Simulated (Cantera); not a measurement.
A Cantera script and what it prints.

```python
import numpy as np
import cantera as ct

gas_names = """
    H H2 P PH PH3 P2 P4
""".split()
cond_names = """
    P(cr) P(L)
""".split()


def load(file, names, dense=False):
    # The tables refer to 1 bar. Condensed volumes are neglected.
    table = {s.name: s for s in ct.Species.list_from_file(file)}
    out = []
    for n in names:
        d = dict(table[n].input_data)
        d["thermo"] = dict(d["thermo"], **{"reference-pressure": 1e5})
        if dense:
            d["equation-of-state"] = {"model": "constant-volume", "density": "1e6 g/cm^3"}
        out.append(ct.Species.from_dict(d))
    return out


gas = ct.Solution(thermo="ideal-gas", species=load("nasa_gas.yaml", gas_names))
cond = {s.name: ct.Solution(thermo="fixed-stoichiometry", species=[s], name=s.name)
        for s in load("nasa_condensed.yaml", cond_names, dense=True)}
atoms = {
    'PH3': {'P': 1, 'H': 3},
    'H2': {'H': 2},
}
top_T = {}  # K; cautious upper limits of use, not melting points


def equilibrate(T, P, feed):
    n = {}
    for name, mol in feed.items():
        for a, k in atoms[name].items():
            n[a] = n.get(a, 0.0) + k * mol
    gas.TPX = T, P, n
    mass = sum(n.values()) * gas.mean_molecular_weight
    gas.equilibrate("TP")
    valid = [c for c in cond.values() if c.min_temp <= T <= top_T.get(c.name, c.max_temp)]
    mix = ct.Mixture([(gas, mass / gas.mean_molecular_weight)] + [(c, 0.0) for c in valid])
    mix.T, mix.P = T, P
    mix.equilibrate("TP", solver="vcs", rtol=1e-11, max_steps=5000)
    return mix


results = []
feed = {'PH3': 1, 'H2': 0.18}  # mol
P = 24  # Pa
for T in [2723, 2798, 2873, 2948, 3023, 3098, 3173]:
    mix = equilibrate(T, P, feed)
    results.append((T, P, feed, dict(zip(mix.species_names, mix.species_moles))))

top = {s: max(r[3][s] / sum(r[3][g] for g in gas_names) for r in results) for s in gas_names}
cols = sorted((s for s in top if top[s] > 1e-05), key=lambda s: -top[s])[:9]
seen = [c for c in cond_names if any(r[3].get(c, 0) > 1e-12 for r in results)]
print("log10 of partial pressures in bar; condensed amounts in mol")
print(f"{'T/K':>10s}" + "".join(f"{s[:9]:>10s}" for s in cols + seen))
for T, P, feed, n in results:
    ng = sum(n[g] for g in gas_names)
    print(f"{T:10.4g}" + "".join(f"{np.log10(max(n[s] / ng * P / 1e5, 1e-99)):10.3f}" for s in cols)
          + "".join(f"{n.get(c, 0):10.4g}" for c in seen))
```

Output:

```
log10 of partial pressures in bar; condensed amounts in mol
       T/K         H         P        H2        P2        PH
      2723    -3.749    -4.314    -5.081    -5.325    -7.285
      2798    -3.742    -4.292    -5.304    -5.540    -7.418
      2873    -3.739    -4.279    -5.520    -5.758    -7.555
      2948    -3.736    -4.271    -5.729    -5.975    -7.691
      3023    -3.735    -4.266    -5.928    -6.188    -7.824
      3098    -3.734    -4.264    -6.119    -6.394    -7.953
      3173    -3.734    -4.262    -6.301    -6.592    -8.077
```

Equilibrium computed with Cantera from the NASA thermochemical tables; the gas is ideal and each condensed phase is pure.
